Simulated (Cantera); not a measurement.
## Hydrocarbon pyrolysis for carbon deposition

An isothermal, constant-pressure homogeneous reactor starts with C2H6 : N2 = 1 : 4.3 (molar parts), at 1825 K and 10.00 Torr.

Computed with Cantera and GRI-Mech 3.0 (53 species, 325 reactions). GRI-Mech 3.0 stops at C3 and has no aromatics, soot or wall deposition, so with more carbon than oxygen in the feed, carbon stays in small species such as C2H2 where larger ones or solid carbon would form. Radical loss at walls, strong at low pressure, is not modelled.

| t (s) | x C2H6 | x C2H2 | x CH2 | x C2H | x CH4 | x HCN |
|---|---|---|---|---|---|---|
| 9.00e-5 | 0.116 | 0.000264 | 0.000157 | 9.74e-8 | 0.00847 | 4.53e-7 |
| 0.000343 | 0.00953 | 0.0285 | 0.000225 | 1.16e-5 | 0.0460 | 5.34e-6 |
| 0.00131 | 0.000127 | 0.0956 | 4.52e-5 | 1.01e-5 | 0.0500 | 1.05e-5 |
| 0.00498 | 2.29e-5 | 0.117 | 1.15e-5 | 5.14e-6 | 0.0419 | 1.16e-5 |
| 0.0190 | 7.67e-6 | 0.124 | 5.12e-6 | 3.71e-6 | 0.0323 | 1.24e-5 |
| 0.0723 | 2.65e-6 | 0.129 | 3.43e-6 | 3.95e-6 | 0.0186 | 1.41e-5 |
| 0.275 | 3.36e-7 | 0.135 | 2.03e-6 | 5.62e-6 | 0.00522 | 1.96e-5 |
| 1.05 | 9.22e-9 | 0.137 | 6.59e-7 | 8.95e-6 | 0.000639 | 3.64e-5 |
| 4.00 | 2.64e-10 | 0.137 | 1.24e-7 | 9.75e-6 | 0.000100 | 5.69e-5 |
x: mole fraction; the columns are a selection and need not sum to one.

Equilibrium at this temperature and pressure: C2H6 2.20e-11, C2H2 0.0748, CH2 3.12e-8, C2H 5.34e-6, CH4 2.49e-5, HCN 0.124 (gas phase only).
